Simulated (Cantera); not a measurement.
## Moist CO burnout

A perfectly stirred reactor is fed with 1.61 % CO, 0.614 % O2, 3.31 % H2O, 94.5 % N2, equivalence ratio 1.3, at 9.87 atm; it is held at 1075 K, and followed from long to short residence time.

Detailed kinetics in Cantera: GRI-Mech 3.0 (53 species, 325 reactions).

```tsv
τ (s)	x CO	x O2	x H2O	x NO2	x OH	x H2	x H
0.52	0.00725	0.00180	0.0331	4.84e-10	6.20e-8	0.000143	6.81e-8
0.29	0.00882	0.00257	0.0331	3.45e-10	7.42e-8	0.000121	7.01e-8
0.16	0.0105	0.00343	0.0331	2.01e-10	8.46e-8	0.000102	7.21e-8
0.093	0.0121	0.00418	0.0330	1.08e-10	9.14e-8	8.57e-5	7.33e-8
0.052	0.0134	0.00485	0.0330	5.01e-11	9.55e-8	6.67e-5	7.33e-8
0.029	0.0145	0.00536	0.0330	2.16e-11	9.61e-8	4.74e-5	7.17e-8
0.017	0.0151	0.00567	0.0330	9.67e-12	9.34e-8	3.16e-5	6.87e-8
0.0094	0.0156	0.00589	0.0331	3.79e-12	8.63e-8	1.80e-5	6.30e-8
0.0053	0.0158	0.00602	0.0331	1.37e-12	7.39e-8	9.06e-6	5.40e-8
0.0030	0.0160	0.00609	0.0331	<1e-12	5.39e-8	3.68e-6	3.98e-8
```
x: mole fraction; the columns are a selection and need not sum to one.
